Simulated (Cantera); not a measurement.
# Adiabatic ignition

An adiabatic, constant-volume homogeneous reactor starts with CH4 : CO : O2 : N2 = 1 : 0.37 : 1.37 : 13.7 (molar parts), at 1050 K and 8.90 bar.

Cantera simulation using GRI-Mech 3.0 (53 species, 325 reactions); the numbers are that mechanism's predictions, not measurements.

```
t (s)     T (K)  P (bar)     x CH4    x CO     x O2    x HCN       x H    x C2H6
--------  -----  -------  --------  ------  -------  -------  --------  --------
3.00e-6    1050     8.90    0.0608  0.0225   0.0833   <1e-12    <1e-12    <1e-12
1.30e-5    1050     8.90    0.0608  0.0225   0.0833   <1e-12    <1e-12    <1e-12
5.63e-5    1050     8.90    0.0608  0.0225   0.0833   <1e-12    <1e-12  2.48e-12
0.000244   1050     8.90    0.0608  0.0225   0.0833   <1e-12  2.87e-12  2.53e-10
0.00106    1050     8.90    0.0608  0.0225   0.0833   <1e-12  1.20e-11   2.72e-8
0.00458    1050     8.90    0.0608  0.0225   0.0833   <1e-12  2.32e-11   7.16e-7
0.0199     1050     8.90    0.0608  0.0225   0.0833   <1e-12  3.50e-11   4.90e-6
0.0860     1052     8.92    0.0607  0.0225   0.0832   <1e-12  1.35e-10   3.89e-5
0.373      2042     18.0  4.72e-10  0.0564  3.48e-8  2.92e-7  0.000101    <1e-12
1.62       2042     18.0  4.71e-10  0.0564  3.48e-8  1.96e-7  0.000101    <1e-12
7.00       2042     18.0  4.71e-10  0.0564  3.48e-8  1.96e-7  0.000101    <1e-12
```
x: mole fraction; the columns are a selection and need not sum to one.

```json
{
  "time_of_steepest_temperature_rise": "0.258 s",
  "temperature at 7.00 s": "2042 K",
  "equilibrium_temperature": "2042 K",
  "x(CH4) at 7.00 s": "4.71e-10 (gas-phase equilibrium 5.18e-10)",
  "x(CO) at 7.00 s": "0.0564 (gas-phase equilibrium 0.0564)",
  "x(O2) at 7.00 s": "3.48e-8 (gas-phase equilibrium 3.48e-8)"
}
```
